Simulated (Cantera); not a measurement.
An adiabatic, constant-pressure homogeneous reactor starts with CH₄ : CO : O₂ : N₂ = 1 : 0.094 : 1.46 : 5.5 (molar parts), equivalence ratio 1.4, at 1423 K and 2400000 Pa. Integrator tolerance rtol = 1e-08.

Model: GRI-Mech 3.0 (53 species, 325 reactions), integrated in Cantera. The pressure lies above the range GRI-Mech 3.0 was tuned for (to about 10 atm).

Task: What does this change do: pressure from 2400000 Pa to 63000 Pa?

Result: 
```json
[
 {"quantity": "time of steepest temperature rise", "before": "0.216 ms", "after": "4.54 ms"},
 {"quantity": "temperature at 3.00 s", "before": "2846 K", "after": "2674 K"},
 {"quantity": "equilibrium temperature", "before": "2846 K", "after": "2674 K"},
 {"quantity": "x(CH₄) at 3.00 s", "before": "3.73e-11 (gas-phase equilibrium 4.24e-11)", "after": "<1e-12 (gas-phase equilibrium <1e-12)"},
 {"quantity": "x(CO) at 3.00 s", "before": "0.0859 (gas-phase equilibrium 0.0859)", "after": "0.0868 (gas-phase equilibrium 0.0868)"},
 {"quantity": "x(O₂) at 3.00 s", "before": "0.000318 (gas-phase equilibrium 0.000318)", "after": "0.00236 (gas-phase equilibrium 0.00236)"},
 {"quantity": "x(OH) at 3.00 s", "before": "0.00441 (gas-phase equilibrium 0.00441)", "after": "0.0112 (gas-phase equilibrium 0.0112)"},
 {"quantity": "x(CO₂) at 3.00 s", "before": "0.0407 (gas-phase equilibrium 0.0407)", "after": "0.0381 (gas-phase equilibrium 0.0381)"},
 {"quantity": "x(NO) at 3.00 s", "before": "0.00137 (gas-phase equilibrium 0.00137)", "after": "0.00290 (gas-phase equilibrium 0.00290)"}
]
```

Task: What does this change do: pressure from 2400000 Pa to 820000 Pa?

Result: 
```json
[
 {"quantity": "time of steepest temperature rise", "before": "0.216 ms", "after": "0.603 ms"},
 {"quantity": "temperature at 3.00 s", "before": "2846 K", "after": "2808 K"},
 {"quantity": "equilibrium temperature", "before": "2846 K", "after": "2808 K"},
 {"quantity": "x(CH₄) at 3.00 s", "before": "3.73e-11 (gas-phase equilibrium 4.24e-11)", "after": "5.09e-12 (gas-phase equilibrium 5.88e-12)"},
 {"quantity": "x(CO) at 3.00 s", "before": "0.0859 (gas-phase equilibrium 0.0859)", "after": "0.0861 (gas-phase equilibrium 0.0861)"},
 {"quantity": "x(O₂) at 3.00 s", "before": "0.000318 (gas-phase equilibrium 0.000318)", "after": "0.000658 (gas-phase equilibrium 0.000658)"},
 {"quantity": "x(OH) at 3.00 s", "before": "0.00441 (gas-phase equilibrium 0.00441)", "after": "0.00624 (gas-phase equilibrium 0.00624)"},
 {"quantity": "x(CO₂) at 3.00 s", "before": "0.0407 (gas-phase equilibrium 0.0407)", "after": "0.0401 (gas-phase equilibrium 0.0401)"},
 {"quantity": "x(NO) at 3.00 s", "before": "0.00137 (gas-phase equilibrium 0.00137)", "after": "0.00187 (gas-phase equilibrium 0.00187)"}
]
```

Task: What does this change do: constant volume in place of constant pressure?

Result: 
```
quantity                                                              before                                      after
---------------------------------  -----------------------------------------  -----------------------------------------
time of steepest temperature rise                                   0.216 ms                                   0.199 ms
temperature at 3.00 s                                                 2846 K                                     3138 K
equilibrium temperature                                               2846 K                                     3138 K
x(CH₄) at 3.00 s                   3.73e-11 (gas-phase equilibrium 4.24e-11)  1.04e-10 (gas-phase equilibrium 1.19e-10)
x(CO) at 3.00 s                        0.0859 (gas-phase equilibrium 0.0859)      0.0887 (gas-phase equilibrium 0.0887)
x(O₂) at 3.00 s                    0.000318 (gas-phase equilibrium 0.000318)  0.000891 (gas-phase equilibrium 0.000891)
x(OH) at 3.00 s                      0.00441 (gas-phase equilibrium 0.00441)    0.00854 (gas-phase equilibrium 0.00854)
x(CO₂) at 3.00 s                       0.0407 (gas-phase equilibrium 0.0407)      0.0372 (gas-phase equilibrium 0.0372)
x(NO) at 3.00 s                      0.00137 (gas-phase equilibrium 0.00137)    0.00328 (gas-phase equilibrium 0.00328)
```
Above 3000 K some thermodynamic fits are extrapolated.
